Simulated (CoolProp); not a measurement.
R1123 along the isotherm 32.65 °C: Z from the reference equation and from simpler models built on Tc = 58.6 °C, pc = 4.549 MPa, ω = 0.243; each cubic takes its own stable root.

Model: reference Helmholtz-energy equation of state, Akasaka 2020, in CoolProp.

| p (MPa) | phase | reference |
|---|---|---|
| 0.036 | gas | 0.9964 |
| 0.0581 | gas | 0.9941 |
| 0.0939 | gas | 0.9905 |
| 0.152 | gas | 0.9845 |
| 0.245 | gas | 0.9748 |
| 0.396 | gas | 0.9588 |
| 0.639 | gas | 0.9322 |
| 1.03 | gas | 0.8867 |
| 1.67 | gas | 0.8026 |
| 2.7 | liquid | 0.09141 |
| 4.36 | liquid | 0.1432 |
| 7.04 | liquid | 0.2235 |
| 11.4 | liquid | 0.3482 |

### Question
How far does each simpler model (van der Waals, Soave-Redlich-Kwong, Peng-Robinson) lie from the reference over these 13 states: mean and median of the absolute difference, and the worst?

### Answer
- van der Waals: mean 65.8 %, median 1.6 %, worst +681.6 % at 32.65 °C and 2.7 MPa
- Soave-Redlich-Kwong: mean 4.9 %, median 0.3 %, worst +19.5 % at 32.65 °C and 2.7 MPa
- Peng-Robinson: mean 1.0 %, median 0.4 %, worst +5.7 % at 32.65 °C and 2.7 MPa

At some of these states van der Waals gives the other phase, because its saturation line lies elsewhere.
